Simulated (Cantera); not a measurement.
A perfectly stirred reactor is fed with 7.73 % CH₄, 5.65 % CO, 12.2 % O₂, 74.4 % N₂, equivalence ratio 1.5, at 0.450 bar; it is adiabatic with a 448 K inlet, and is followed from long to short residence time, starting on the burning branch (τ in s: 0.067, 0.031, 0.015, 0.0069, 0.0033, 0.0015, 0.00072, 0.00034, 0.00016, 7.5e-05, 3.5e-05, 1.6e-05, 7.7e-06).

Detailed kinetics in Cantera: GRI-Mech 3.0 (53 species, 325 reactions).

Task: Predict: blow-out, bracketed by the residence times tried; x(CH₄) at τ = 67.0 ms; x(CO) at τ = 67.0 ms; x(O₂) at τ = 67.0 ms; x(H₂) at τ = 67.0 ms; x(H) at τ = 67.0 ms; x(CH₄) at τ = 0.720 ms; x(CO) at τ = 0.720 ms; x(O₂) at τ = 0.720 ms.

Result: 
| Property | Result |
|---|---|
| blow-out, bracketed by the residence times tried | burning at 6.90 ms, out at 3.30 ms |
| x(CH₄) at τ = 67.0 ms | 0.00120 |
| x(CO) at τ = 67.0 ms | 0.0728 |
| x(O₂) at τ = 67.0 ms | 0.000999 |
| x(H₂) at τ = 67.0 ms | 0.0377 |
| x(H) at τ = 67.0 ms | 0.000443 |
| x(CH₄) at τ = 0.720 ms | 0.0773 |
| x(CO) at τ = 0.720 ms | 0.0565 |
| x(O₂) at τ = 0.720 ms | 0.122 |
